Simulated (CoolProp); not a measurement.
A simple Rankine cycle with n-perfluorobutane: condensing at 310.15 K, boiler at 1.9 MPa, turbine inlet 391.5 K, turbine efficiency 0.6, pump efficiency 0.7, no recuperator. Each further row changes one setting.

Computed with CoolProp (reference Helmholtz-energy equation of state, Gao 2022).

```json
[
 {"case": "as stated", "thermal efficiency (%)": "(withheld)", "net work (kJ/kg)": "(withheld)", "heat in (kJ/kg)": "143", "turbine exit temperature (K)": "(withheld)", "volume ratio over the turbine": "(withheld)"},
 {"case": "turbine inlet 411.5 K", "thermal efficiency (%)": "6.0", "net work (kJ/kg)": "9.86", "heat in (kJ/kg)": "165", "turbine exit temperature (K)": "387.2", "volume ratio over the turbine": "5.91"},
 {"case": "condensing temperature 302.15 K", "thermal efficiency (%)": "6.8", "net work (kJ/kg)": "10.4", "heat in (kJ/kg)": "152", "turbine exit temperature (K)": "(withheld)", "volume ratio over the turbine": "8.39"},
 {"case": "boiler pressure 1.33 MPa", "thermal efficiency (%)": "5.1", "net work (kJ/kg)": "(withheld)", "heat in (kJ/kg)": "151", "turbine exit temperature (K)": "374.1", "volume ratio over the turbine": "3.92"},
 {"case": "turbine efficiency 0.5", "thermal efficiency (%)": "(withheld)", "net work (kJ/kg)": "(withheld)", "heat in (kJ/kg)": "143", "turbine exit temperature (K)": "366.4", "volume ratio over the turbine": "6.58"}
]
```

### Question
Complete the blanks.

### Answer

- as stated, thermal efficiency (%): 6.1
- as stated, net work (kJ/kg): 8.74
- as stated, turbine exit temperature (K): 364.6
- as stated, volume ratio over the turbine: 6.54
- condensing temperature 302.15 K, turbine exit temperature (K): 362.1
- boiler pressure 1.33 MPa, net work (kJ/kg): 7.66
- turbine efficiency 0.5, thermal efficiency (%): 4.9
- turbine efficiency 0.5, net work (kJ/kg): 7.04
